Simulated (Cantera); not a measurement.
**Transport properties of process gases**

Gas mixture: CO2 = 0.23 (molar parts), at 1.00 bar, frozen composition.

Cantera's kinetic-theory transport with the Lennard-Jones parameters of GRI-Mech 3.0, ideal gas; thermal conductivity in the mixture-averaged form.

```json
[
 {"T (K)": "400", "ρ (kg/m³)": "1.32", "cp (J/kg/K)": "937.9", "μ (µPa s)": "19.8", "λ (mW/m/K)": "25.3", "Pr": "0.731", "D (cm²/s) H2": "1.11", "D (cm²/s) H": "1.71", "D (cm²/s) OH": "0.422"},
 {"T (K)": "550", "ρ (kg/m³)": "0.962", "cp (J/kg/K)": "1047", "μ (µPa s)": "26.0", "λ (mW/m/K)": "37.2", "Pr": "0.731", "D (cm²/s) H2": "1.91", "D (cm²/s) H": "3.03", "D (cm²/s) OH": "0.737"},
 {"T (K)": "700", "ρ (kg/m³)": "0.756", "cp (J/kg/K)": "1127", "μ (µPa s)": "31.5", "λ (mW/m/K)": "48.5", "Pr": "0.731", "D (cm²/s) H2": "2.87", "D (cm²/s) H": "4.62", "D (cm²/s) OH": "1.11"},
 {"T (K)": "850", "ρ (kg/m³)": "0.623", "cp (J/kg/K)": "1187", "μ (µPa s)": "36.4", "λ (mW/m/K)": "59.2", "Pr": "0.731", "D (cm²/s) H2": "3.97", "D (cm²/s) H": "6.46", "D (cm²/s) OH": "1.55"},
 {"T (K)": "1000", "ρ (kg/m³)": "0.529", "cp (J/kg/K)": "1234", "μ (µPa s)": "41.0", "λ (mW/m/K)": "69.2", "Pr": "0.731", "D (cm²/s) H2": "5.21", "D (cm²/s) H": "8.53", "D (cm²/s) OH": "2.04"},
 {"T (K)": "1150", "ρ (kg/m³)": "0.460", "cp (J/kg/K)": "1269", "μ (µPa s)": "45.2", "λ (mW/m/K)": "78.6", "Pr": "0.730", "D (cm²/s) H2": "6.57", "D (cm²/s) H": "10.8", "D (cm²/s) OH": "2.58"},
 {"T (K)": "1300", "ρ (kg/m³)": "0.407", "cp (J/kg/K)": "1298", "μ (µPa s)": "49.3", "λ (mW/m/K)": "87.6", "Pr": "0.730", "D (cm²/s) H2": "8.06", "D (cm²/s) H": "13.3", "D (cm²/s) OH": "3.16"},
 {"T (K)": "1450", "ρ (kg/m³)": "0.365", "cp (J/kg/K)": "1320", "μ (µPa s)": "53.1", "λ (mW/m/K)": "96.1", "Pr": "0.729", "D (cm²/s) H2": "9.66", "D (cm²/s) H": "16.0", "D (cm²/s) OH": "3.80"},
 {"T (K)": "1600", "ρ (kg/m³)": "0.331", "cp (J/kg/K)": "1339", "μ (µPa s)": "56.7", "λ (mW/m/K)": "104", "Pr": "0.729", "D (cm²/s) H2": "11.4", "D (cm²/s) H": "18.8", "D (cm²/s) OH": "4.47"}
]
```
D: mixture-averaged diffusion coefficient of that species in the mixture.
